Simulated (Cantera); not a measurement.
An isothermal, constant-pressure homogeneous reactor starts with 1.38 % CH₄, 98.4 % H₂, 0.246 % CO₂, at 1648 K and 11000 Pa.

Detailed kinetics in Cantera: GRI-Mech 3.0 (53 species, 325 reactions). GRI-Mech 3.0 stops at C3 and has no aromatics, soot or wall deposition, so with more carbon than oxygen in the feed, carbon stays in small species such as C2H2 where larger ones or solid carbon would form.

x: mole fraction; the columns are a selection and need not sum to one.

| t (s) | x CH₄ | x H₂ | x CO₂ | x CH₂O | x C₂H | x CH₃ |
|---|---|---|---|---|---|---|
| 1.00e-5 | 0.0138 | 0.984 | 0.00246 | <1e-12 | <1e-12 | 8.95e-8 |
| 3.89e-5 | 0.0138 | 0.984 | 0.00246 | <1e-12 | <1e-12 | 2.62e-7 |
| 0.000152 | 0.0138 | 0.984 | 0.00246 | <1e-12 | <1e-12 | 9.13e-7 |
| 0.000590 | 0.0138 | 0.984 | 0.00246 | 6.79e-12 | <1e-12 | … |
| 0.00230 | 0.0138 | 0.984 | 0.00245 | 2.49e-10 | <1e-12 | 1.32e-5 |
| 0.00894 | 0.0137 | 0.984 | 0.00237 | 1.45e-9 | <1e-12 | 4.45e-5 |
| 0.0348 | 0.0136 | 0.983 | … | … | 6.24e-11 | 7.13e-5 |
| 0.136 | 0.0130 | 0.982 | 0.000516 | 1.21e-9 | 3.78e-10 | 6.90e-5 |
| 0.528 | 0.0112 | 0.982 | 5.91e-6 | 8.01e-10 | 1.40e-9 | 5.96e-5 |
| 2.05 | 0.00721 | 0.984 | 1.89e-6 | 5.58e-10 | 3.65e-9 | 3.90e-5 |
| 8.00 | 0.00322 | 0.986 | 1.87e-6 | 3.10e-10 | 5.95e-9 | 1.76e-5 |

Task: Fill in the missing entries.

Result: 
- 0.000590, x CH₃: 3.44e-6
- 0.0348, x CO₂: 0.00178
- 0.0348, x CH₂O: 2.01e-9
